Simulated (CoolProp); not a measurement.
Aqueous potassium acetate as a coolant, 14 % by mass, freezing at -6.9 °C, 1 atm.

Computed with CoolProp (Melinder's fits for secondary coolants).

```json
[
 {"T (°C)": "-5.3", "conductivity (W/(m K))": "___", "viscosity (mPa s)": "3.02", "Prandtl number": "21.6", "density (kg/m³)": "___"},
 {"T (°C)": "4.2", "conductivity (W/(m K))": "0.528", "viscosity (mPa s)": "___", "Prandtl number": "___", "density (kg/m³)": "___"},
 {"T (°C)": "13.7", "conductivity (W/(m K))": "0.542", "viscosity (mPa s)": "1.66", "Prandtl number": "11.3", "density (kg/m³)": "1072"},
 {"T (°C)": "23.2", "conductivity (W/(m K))": "0.556", "viscosity (mPa s)": "1.31", "Prandtl number": "8.74", "density (kg/m³)": "1069"},
 {"T (°C)": "32.7", "conductivity (W/(m K))": "0.570", "viscosity (mPa s)": "1.08", "Prandtl number": "7.00", "density (kg/m³)": "___"}
]
```

Fill in the missing entries.


- -5.3, conductivity (W/(m K)): 0.513
- -5.3, density (kg/m³): 1077
- 4.2, viscosity (mPa s): 2.18
- 4.2, Prandtl number: 15.2
- 4.2, density (kg/m³): 1075
- 32.7, density (kg/m³): 1066
